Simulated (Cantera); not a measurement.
# Thermodynamics of tantalum, niobium, vanadium and zirconium in process gases, feed Ta + O₂ + H₂

A closed system holds: 1 mol Ta, 0.4 mol O₂, 20 mol H₂, equilibrated at 100 Torr.

Cantera equilibrium calculation (NASA polynomials, part measured and part estimated; ideal gas, pure solids and liquids). Candidate condensed phases: H₂O, Ta, Ta₂O₅; 12 gas species. Mutual solubility and eutectic melting of coexisting phases are not modelled. Condensed phases not in the tables: N, O or C dissolved in the metal. Equilibrium is a limit: real reactors are often held back by kinetics, nucleation or transport.

From 1173 K to 1973 K the condensed part is Ta(s) + Ta₂O₅(s). At 2073 K the condensed part is Ta(s) + Ta₂O₅(l).

```json
[
 {"T (K)": "1173", "x H₂": "1.000", "x H": "3.23e-7", "x H₂O": "3.09e-6", "x TaO₂": "<1e-12", "x TaO": "<1e-12", "n Ta(s)": "0.680", "n Ta₂O₅(s)": "0.160", "n Ta₂O₅(l)": "0"},
 {"T (K)": "1273", "x H₂": "1.000", "x H": "1.95e-6", "x H₂O": "1.07e-5", "x TaO₂": "<1e-12", "x TaO": "<1e-12", "n Ta(s)": "0.680", "n Ta₂O₅(s)": "0.160", "n Ta₂O₅(l)": "0"},
 {"T (K)": "1373", "x H₂": "1.000", "x H": "9.12e-6", "x H₂O": "3.06e-5", "x TaO₂": "<1e-12", "x TaO": "<1e-12", "n Ta(s)": "0.680", "n Ta₂O₅(s)": "0.160", "n Ta₂O₅(l)": "0"},
 {"T (K)": "1473", "x H₂": "1.000", "x H": "3.46e-5", "x H₂O": "7.53e-5", "x TaO₂": "2.62e-11", "x TaO": "5.72e-12", "n Ta(s)": "0.681", "n Ta₂O₅(s)": "0.160", "n Ta₂O₅(l)": "0"},
 {"T (K)": "1573", "x H₂": "1.000", "x H": "0.000111", "x H₂O": "0.000164", "x TaO₂": "5.65e-10", "x TaO": "1.18e-10", "n Ta(s)": "0.681", "n Ta₂O₅(s)": "0.159", "n Ta₂O₅(l)": "0"},
 {"T (K)": "1673", "x H₂": "0.999", "x H": "0.000312", "x H₂O": "0.000325", "x TaO₂": "8.32e-9", "x TaO": "1.69e-9", "n Ta(s)": "0.683", "n Ta₂O₅(s)": "0.159", "n Ta₂O₅(l)": "0"},
 {"T (K)": "1773", "x H₂": "0.999", "x H": "0.000779", "x H₂O": "0.000592", "x TaO₂": "8.95e-8", "x TaO": "1.77e-8", "n Ta(s)": "0.685", "n Ta₂O₅(s)": "0.158", "n Ta₂O₅(l)": "0"},
 {"T (K)": "1873", "x H₂": "0.997", "x H": "0.00177", "x H₂O": "0.00101", "x TaO₂": "7.40e-7", "x TaO": "1.44e-7", "n Ta(s)": "0.688", "n Ta₂O₅(s)": "0.156", "n Ta₂O₅(l)": "0"},
 {"T (K)": "1973", "x H₂": "0.995", "x H": "0.00369", "x H₂O": "0.00162", "x TaO₂": "4.90e-6", "x TaO": "9.40e-7", "n Ta(s)": "0.693", "n Ta₂O₅(s)": "0.153", "n Ta₂O₅(l)": "0"},
 {"T (K)": "2073", "x H₂": "0.990", "x H": "0.00717", "x H₂O": "0.00244", "x TaO₂": "2.63e-5", "x TaO": "5.05e-6", "n Ta(s)": "0.699", "n Ta₂O₅(s)": "0", "n Ta₂O₅(l)": "0.150"}
]
```
x: gas mole fraction; n: condensed amount in mol.
